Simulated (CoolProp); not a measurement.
A Linde-Hampson liquefier for ethylene: isothermal reversible compression at 320 K from 1 atm to 20 MPa, throttling to 1 atm, return gas leaving the recuperator 5 K below the feed. Each further row changes one setting.

The numbers come from the reference Helmholtz-energy equation of state, Smukala 2000 in CoolProp.

```json
[
 {"case": "as stated", "liquid yield per pass": "(withheld)", "compression work (kJ/kg of gas)": "418"},
 {"case": "high pressure 40 MPa", "liquid yield per pass": "(withheld)", "compression work (kJ/kg of gas)": "(withheld)"},
 {"case": "warm-end temperature 350 K", "liquid yield per pass": "(withheld)", "compression work (kJ/kg of gas)": "(withheld)"},
 {"case": "warm-end gap 10 K", "liquid yield per pass": "(withheld)", "compression work (kJ/kg of gas)": "418"}
]
```

Q: Complete the blanks.

A: 
- as stated, liquid yield per pass: 0.410
- high pressure 40 MPa, liquid yield per pass: 0.421
- high pressure 40 MPa, compression work (kJ/kg of gas): 468
- warm-end temperature 350 K, liquid yield per pass: 0.323
- warm-end temperature 350 K, compression work (kJ/kg of gas): 483
- warm-end gap 10 K, liquid yield per pass: 0.403
